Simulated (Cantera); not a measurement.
Mixture: CH4 : O2 : N2 : H2 = 1 : 2.02 : 6.46 : 0.023 (molar parts), equivalence ratio 1.00, at 3.80 bar, adiabatic and at constant volume. Ignition delay is the time to a rise of 400 K.

Detailed kinetics in Cantera: GRI-Mech 3.0 (53 species, 325 reactions).

Problem. Predict: delay at 1173 K; delay at 1373 K; delay at 1573 K; delay at 1773 K; apparent activation energy between 1673 and 1873 K.

Solution. 
```json
{
  "delay at 1173 K": "11.3 ms",
  "delay at 1373 K": "1.11 ms",
  "delay at 1573 K": "0.156 ms",
  "delay at 1773 K": "33.3 µs",
  "apparent activation energy between 1673 and 1873 K": "170 kJ/mol"
}
```
